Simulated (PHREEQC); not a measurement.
A solution holds 0.028 mol/kgw CdSO4, 0.03 mol/kgw KCl and 0.2 mol/kgw MnSO4, at 12 °C. Closed to the air; pH follows from the charge balance.

The numbers come from PHREEQC with the ion-association model, wateq4f.dat.

```
quantity                   before    after
------------------------  -------  -------
pH                           6.28     6.47
ionic strength (mol/kgw)    0.515    0.484
Mn+2 (mol/kgw)              0.114    0.115
SO4-2 (mol/kgw)             0.113    0.110
MnSO4 (mol/kgw)            0.0831   0.0853
HSO4- (mol/kgw)           1.37e-6  8.87e-7
```

### Question
What was changed between the two runs?
A) 0.37 mol/kgw ZnI2 added
B) KCl left out
C) KCl replaced by AlCl3 at the same molality

### Answer
B, KCl left out

Precipitation was switched off in this run. At this temperature some constants are extrapolated from 25 °C, and those without enthalpy data are left unchanged.
